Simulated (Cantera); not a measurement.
Cantera run, input and output.

```python
import numpy as np
import cantera as ct

surf = ct.Interface("ptcombust.yaml", "Pt_surf")
gas = surf.adjacent["gas"]
gas.TPX = 300, 2800, {'H2': 0.033, 'O2': 0.071, 'N2': 0.79}
jet = ct.ImpingingJet(gas=gas, width=0.06, surface=surf)
jet.inlet.mdot, jet.inlet.T, jet.inlet.X = 0.027, 300, {'H2': 0.033, 'O2': 0.071, 'N2': 0.79}
jet.set_refine_criteria(ratio=10, slope=0.2, curve=0.3)
show, cover = ['H2', 'O2', 'H2O', 'OH'], ["PT(S)", "H(S)", "O(S)", "OH(S)", "CO(S)", "C(S)"]

rows = []
print(f"{'Ts/K':>7s}" + "".join(f"{s:>11s}" for s in show + cover) + "   (gas at the wall, coverages)")
for i, Ts in enumerate([700, 750, 800, 850, 900, 950, 1000, 1050]):
    jet.surface.T = Ts
    if i == 0:
        surf.TP = Ts, 2800
        surf.coverages = "PT(S):0.5, O(S):0.5"
        surf.advance_coverages(1.0)
        jet.set_initial_guess(products="inlet")
    jet.solve(loglevel=0, auto=(i == 0))
    rows.append([*(jet.X[gas.species_index(s), -1] for s in show), *surf[cover].coverages])
    print(f"{Ts:7g}" + "".join(f"{x:11.3e}" for x in rows[-1]))
```

Output:

```
   Ts/K         H2         O2        H2O         OH      PT(S)       H(S)       O(S)      OH(S)      CO(S)       C(S)   (gas at the wall, coverages)
    700  3.198e-03  4.356e-02  6.452e-02  1.966e-10  1.384e-01  8.505e-09  8.587e-01  2.892e-03 -7.506e-28 -5.699e-31
    750  2.936e-03  4.335e-02  6.469e-02  1.249e-09  1.582e-01  1.640e-08  8.396e-01  2.224e-03  1.097e-17  6.592e-26
    800  2.457e-03  4.290e-02  6.530e-02  5.911e-09  1.989e-01  3.531e-08  7.992e-01  1.838e-03  6.412e-19  3.486e-29
    850  1.990e-03  4.247e-02  6.592e-02  2.236e-08  2.575e-01  7.727e-08  7.410e-01  1.570e-03  1.542e-17  7.306e-25
    900  1.640e-03  4.215e-02  6.633e-02  7.102e-08  3.265e-01  1.599e-07  6.721e-01  1.348e-03  5.713e-19  2.397e-24
    950  1.395e-03  4.194e-02  6.656e-02  1.986e-07  3.992e-01  3.055e-07  5.996e-01  1.151e-03  1.664e-21  8.110e-25
   1000  1.221e-03  4.181e-02  6.666e-02  4.969e-07  4.724e-01  5.444e-07  5.267e-01  9.768e-04  8.212e-21  8.271e-25
   1050  1.100e-03  4.217e-02  6.598e-02  1.121e-06  5.441e-01  9.136e-07  4.551e-01  8.203e-04  1.118e-15  3.363e-25
```

Cantera simulation using Deutschmann's 1995 Pt surface mechanism with GRI-Mech 3.0 gas chemistry; the numbers are that mechanism's predictions, not measurements. Catalytic surfaces can have several steady states; this one follows from the mechanism file's or the stated starting coverage.
